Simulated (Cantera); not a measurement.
An isothermal, constant-pressure homogeneous reactor starts with 3.45 % CH4, 96.6 % N2, at 1673 K and 20.0 Torr.

Detailed kinetics in Cantera: GRI-Mech 3.0 (53 species, 325 reactions). GRI-Mech 3.0 stops at C3 and has no aromatics, soot or wall deposition, so with more carbon than oxygen in the feed, carbon stays in small species such as C2H2 where larger ones or solid carbon would form. Radical loss at walls, strong at low pressure, is not modelled.

Predict: x(CH4) at 8.00 s; x(C2H4) at 8.00 s; x(HCN) at 8.00 s; x(C2H) at 8.00 s; x(C2H6) at 8.00 s.


```
Property                                             Result
-----------------  ----------------------------------------
x(CH4) at 8.00 s   0.000166 (gas-phase equilibrium 2.45e-6)
x(C2H4) at 8.00 s   1.42e-6 (gas-phase equilibrium 2.12e-7)
x(HCN) at 8.00 s     1.27e-5 (gas-phase equilibrium 0.0280)
x(C2H) at 8.00 s    2.45e-7 (gas-phase equilibrium 4.09e-8)
x(C2H6) at 8.00 s    2.22e-9 (gas-phase equilibrium <1e-12)
```
